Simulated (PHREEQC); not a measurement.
1 kg of water holding 16 mmol/kgw Na2CO3, 170 mmol/kgw NaOH, 52 mmol/kgw NaCl and 21 mmol/kgw Na2SO4 is evaporated at 25 °C; the solids stay in contact with the brine. CO2 is held at log p = -3.4 (atm). Solids allowed: Burkeite, Halite, Mirabilite, Nahcolite, Natron, Thenardite, Trona. Others were left out.

Computed with PHREEQC (Pitzer model, pitzer.dat).

```json
[
 {"water left (kg)": "1.001", "ionic strength": "0.387", "water activity": "0.993", "Trona (mol)": "0", "S in solution (mol/kgw)": "0.0210", "Cl in solution (mol/kgw)": "0.0519", "Na in solution (mol/kgw)": "0.296"},
 {"water left (kg)": "0.6766", "ionic strength": "0.580", "water activity": "0.989", "Trona (mol)": "0", "S in solution (mol/kgw)": "0.0310", "Cl in solution (mol/kgw)": "0.0769", "Na in solution (mol/kgw)": "0.437"},
 {"water left (kg)": "0.4575", "ionic strength": "0.868", "water activity": "0.985", "Trona (mol)": "0", "S in solution (mol/kgw)": "0.0459", "Cl in solution (mol/kgw)": "0.114", "Na in solution (mol/kgw)": "?"},
 {"water left (kg)": "0.3762", "ionic strength": "1.06", "water activity": "0.982", "Trona (mol)": "0", "S in solution (mol/kgw)": "0.0558", "Cl in solution (mol/kgw)": "0.138", "Na in solution (mol/kgw)": "0.787"},
 {"water left (kg)": "0.2546", "ionic strength": "1.58", "water activity": "0.974", "Trona (mol)": "0", "S in solution (mol/kgw)": "0.0825", "Cl in solution (mol/kgw)": "0.204", "Na in solution (mol/kgw)": "?"},
 {"water left (kg)": "0.1724", "ionic strength": "2.35", "water activity": "0.963", "Trona (mol)": "0", "S in solution (mol/kgw)": "0.122", "Cl in solution (mol/kgw)": "0.302", "Na in solution (mol/kgw)": "1.72"},
 {"water left (kg)": "0.1169", "ionic strength": "3.48", "water activity": "0.947", "Trona (mol)": "0", "S in solution (mol/kgw)": "0.180", "Cl in solution (mol/kgw)": "0.445", "Na in solution (mol/kgw)": "2.53"},
 {"water left (kg)": "0.07944", "ionic strength": "5.14", "water activity": "0.921", "Trona (mol)": "0", "S in solution (mol/kgw)": "0.264", "Cl in solution (mol/kgw)": "0.655", "Na in solution (mol/kgw)": "?"},
 {"water left (kg)": "0.05413", "ionic strength": "7.56", "water activity": "0.879", "Trona (mol)": "0", "S in solution (mol/kgw)": "0.388", "Cl in solution (mol/kgw)": "0.961", "Na in solution (mol/kgw)": "5.47"},
 {"water left (kg)": "0.04452", "ionic strength": "?", "water activity": "0.854", "Trona (mol)": "0.00478", "S in solution (mol/kgw)": "0.472", "Cl in solution (mol/kgw)": "1.17", "Na in solution (mol/kgw)": "6.33"},
 {"water left (kg)": "0.02921", "ionic strength": "8.88", "water activity": "0.833", "Trona (mol)": "0.0343", "S in solution (mol/kgw)": "0.719", "Cl in solution (mol/kgw)": "1.78", "Na in solution (mol/kgw)": "6.62"},
 {"water left (kg)": "0.01891", "ionic strength": "9.46", "water activity": "0.793", "Trona (mol)": "0.0527", "S in solution (mol/kgw)": "1.11", "Cl in solution (mol/kgw)": "2.75", "Na in solution (mol/kgw)": "7.30"}
]
```

Complete the blanks.


- 0.4575, Na in solution (mol/kgw): 0.647
- 0.2546, Na in solution (mol/kgw): 1.16
- 0.07944, Na in solution (mol/kgw): 3.73
- 0.04452, ionic strength: 8.73
